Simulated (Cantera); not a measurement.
A closed system holds: 1 mol Si, 4.9 mol HCl, at 675 K and 8.90 Pa.

These are equilibrium values from Cantera (NASA tables, ideal gas, pure condensed phases), not measurements of a reactor. Candidate condensed phases: Si; 19 gas species. Equilibrium is a limit: real reactors are often held back by kinetics, nucleation or transport.

Base state: H2 0.513, SiCl4 0.256, HCl 0.231, SiHCl3 7.47e-5 (mole fractions); condensed: gas only.

Task: What changes in the equilibrium state with this change: temperature from 675 K to 948 K?

Result: 
```csv
species,before,after
H2,0.513,0.506
SiCl4,0.256,0.249
HCl,0.231,0.238
SiCl2,<1e-9,0.00126
SiCl3,3.84e-7,0.00305
SiHCl3,7.47e-5,0.00238
```
The tables' values for SiCl3 are old estimates; treat these amounts as uncertain.
